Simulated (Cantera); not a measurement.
A perfectly stirred reactor is fed with CO : O₂ : H₂O : N₂ = 0.0036 : 0.02 : 0.0074 : 1 (molar parts), equivalence ratio 0.090, at 460000 Pa; it is held at 1375 K, and followed from long to short residence time.

Cantera simulation using GRI-Mech 3.0 (53 species, 325 reactions); the numbers are that mechanism's predictions, not measurements.

Task: What does this change do: temperature 1375 to 1300 K?

Result: 
| quantity | before | after |
|---|---|---|
| x(CO) at τ = 1.10 s | 2.31e-5 | 3.73e-5 |
| x(O₂) at τ = 1.10 s | 0.0177 | 0.0177 |
| x(H₂O) at τ = 1.10 s | 0.00718 | 0.00719 |
| x(N₂O) at τ = 1.10 s | 5.98e-7 | 8.20e-7 |
| x(HO₂) at τ = 1.10 s | 1.35e-7 | 2.21e-7 |
| x(CO) at τ = 22.0 ms | 0.000352 | 0.000582 |
| x(O₂) at τ = 22.0 ms | 0.0178 | 0.0180 |
| x(H₂O) at τ = 22.0 ms | 0.00717 | 0.00717 |
| x(N₂O) at τ = 22.0 ms | 1.82e-6 | 1.37e-6 |
| x(HO₂) at τ = 22.0 ms | 1.58e-6 | 2.42e-6 |

Task: What does this change do: temperature 1375 to 1323 K?

Result: 
```
quantity                 before     after
---------------------  --------  --------
x(CO) at τ = 1.10 s     2.31e-5   3.17e-5
x(O₂) at τ = 1.10 s      0.0177    0.0177
x(H₂O) at τ = 1.10 s    0.00718   0.00719
x(N₂O) at τ = 1.10 s    5.98e-7   7.54e-7
x(HO₂) at τ = 1.10 s    1.35e-7   1.87e-7
x(CO) at τ = 22.0 ms   0.000352  0.000488
x(O₂) at τ = 22.0 ms     0.0178    0.0179
x(H₂O) at τ = 22.0 ms   0.00717   0.00717
x(N₂O) at τ = 22.0 ms   1.82e-6   1.53e-6
x(HO₂) at τ = 22.0 ms   1.58e-6   2.11e-6
```
